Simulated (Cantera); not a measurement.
Predominance diagram of Li at 975 K against the partial pressures of O2 and H2O (log10, bar). Standard-state values (1 bar) from the NASA 1993 polynomials, evaluated with Cantera. Candidates: Li(l), LiH(l), LiOH(l), Li2O(s). Only these pure phases compete in this equilibrium. Not in the tables: the peroxide.

### Question
Which phase is stable at these pairs, and which metal-bearing vapour leads over it? (-20.3, 0); (-23.9, -11.5); (-7.9, -10.4); (-11.4, -6.9); (-16.8, -8.1); (-13.2, -5.8); (-20.3, -12.7)

### Answer
```tsv
log p(O2)	log p(H2O)	phase	chief vapour	log p (bar)
-20.3	0	LiOH(l)	LiOH	-5.3
-23.9	-11.5	Li2O(s)	Li	-9.8
-7.9	-10.4	Li2O(s)	LiOH	-10.1
-11.4	-6.9	Li2O(s)	LiOH	-8.4
-16.8	-8.1	Li2O(s)	LiOH	-9.0
-13.2	-5.8	Li2O(s)	LiOH	-7.8
-20.3	-12.7	Li2O(s)	Li	-10.7
```
